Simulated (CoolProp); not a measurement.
Vapour-liquid equilibrium of propane (1) + R114 (2) at 0.666 MPa; x and y are mole fractions of (1).

Values from CoolProp's multi-fluid Helmholtz-energy mixture model, Lemmon 2009 and Platzer 1990; pair parameters Bell 2016. This equation is an older, rougher fit; its heat capacities, sound speeds and derivatives of the liquid may be far off and weren't checked against measurements.

```
x     bubble temperature, mixture model (K)  bubble temperature, Raoult's law (K)  y, mixture model  y, Raoult's law
----  -------------------------------------  ------------------------------------  ----------------  ---------------
0.05                                  332.7                                 333.7               ___            0.161
0.2                                   318.2                                 321.1             0.484            0.492
0.35                                  308.1                                 311.2             0.665            0.688
0.5                                   300.7                                 303.2               ___            0.811
0.65                                  295.1                                 296.6               ___            0.893
0.8                                   290.3                                 291.0               ___            0.949
0.95                                  286.1                                 286.2             0.981            0.989
```

Problem. Some entries are withheld; supply them.

Solution. 
- 0.05, y, mixture model: 0.160
- 0.5, y, mixture model: 0.778
- 0.65, y, mixture model: 0.858
- 0.8, y, mixture model: 0.923

The largest gap from Raoult's law is -3.1 K in bubble temperature, at x = 0.35. No azeotrope shows between x = 0.05 and 0.95.

The pair parameters rest on a limited set of measurements; away from them the model extrapolates.
